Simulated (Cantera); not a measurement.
Mixture: CH₄ : C₂H₆ : O₂ : N₂ = 1 : 0.11 : 1.49 : 5.6 (molar parts), equivalence ratio 1.6, at 3.00 bar, adiabatic and at constant volume. Ignition delay is the time to a rise of 400 K.

Computed with Cantera and GRI-Mech 3.0 (53 species, 325 reactions).

Task: What does this change do: 0.66 parts H2O added?

Result: 
```tsv
quantity	before	after
delay at 1050 K	17.7 ms	18.0 ms
delay at 1200 K	2.40 ms	2.58 ms
delay at 1350 K	0.524 ms	0.612 ms
delay at 1500 K	0.130 ms	0.157 ms
delay at 1650 K	37.7 µs	44.7 µs
apparent activation energy between 1500 and 1650 K	170 kJ/mol	170 kJ/mol
```

Task: What does this change do: constant pressure in place of constant volume?

Result: 
| quantity | before | after |
|---|---|---|
| delay at 1050 K | 17.7 ms | 18.6 ms |
| delay at 1200 K | 2.40 ms | 2.57 ms |
| delay at 1350 K | 0.524 ms | 0.575 ms |
| delay at 1500 K | 0.130 ms | 0.146 ms |
| delay at 1650 K | 37.7 µs | 43.3 µs |
| apparent activation energy between 1500 and 1650 K | 170 kJ/mol | 170 kJ/mol |
